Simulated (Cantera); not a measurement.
Input: 1 mol CHF3, 0.017 mol HCl, 0.57 mol H2, at 0.00630 bar.

Cantera equilibrium calculation (NASA polynomials, part measured and part estimated; ideal gas, pure solids and liquids). Candidate condensed phases: C, C6H6, C7H8, C8H18; 118 gas species. Kinetics and transport are ignored.

x: gas mole fraction; n: condensed amount in mol.

| T (°C) | x HF | x F | x H | x C3 | x C | x CF2 | x CF | x C2 | n C(graphite) |
|---|---|---|---|---|---|---|---|---|---|
| 2227 | 0.738 | 0.215 | 0.000718 | 7.89e-5 | 2.64e-5 | 0.0332 | 0.00703 | 7.27e-6 | 0.881 |
| 2327 | 0.726 | 0.235 | 0.00193 | 0.000352 | 9.90e-5 | 0.0202 | 0.0103 | 3.30e-5 | 0.906 |
| 2427 | 0.713 | 0.248 | 0.00500 | 0.00140 | 0.000336 | 0.0120 | 0.0143 | 0.000134 | 0.906 |
| 2527 | 0.694 | 0.256 | (withheld) | (withheld) | (withheld) | (withheld) | (withheld) | (withheld) | 0.867 |
| 2627 | 0.655 | 0.262 | 0.0269 | 0.0164 | 0.00301 | 0.00434 | 0.0244 | 0.00163 | 0.729 |
| 2727 | (withheld) | 0.266 | (withheld) | (withheld) | (withheld) | (withheld) | 0.0308 | (withheld) | (withheld) |
| 2827 | 0.491 | 0.288 | 0.0903 | 0.0656 | 0.0157 | 0.00152 | 0.0317 | 0.00873 | 0 |
| 2927 | 0.407 | 0.324 | 0.137 | 0.0567 | 0.0258 | 0.000853 | 0.0297 | 0.0111 | 0 |
| 3027 | 0.316 | 0.362 | 0.188 | 0.0459 | 0.0399 | 0.000482 | 0.0273 | 0.0133 | 0 |
| 3127 | 0.229 | 0.398 | 0.235 | 0.0341 | 0.0584 | 0.000266 | 0.0241 | 0.0148 | 0 |

Problem. Fill in the missing entries.

Solution. 
- 2527, x H: 0.0121
- 2527, x C3: 0.00501
- 2527, x C: 0.00105
- 2527, x CF2: 0.00712
- 2527, x CF: 0.0189
- 2527, x C2: 0.000489
- 2727, x HF: 0.577
- 2727, x H: 0.0531
- 2727, x C3: 0.0495
- 2727, x C: 0.00804
- 2727, x CF2: 0.00270
- 2727, x C2: 0.00503
- 2727, n C(graphite): 0.295
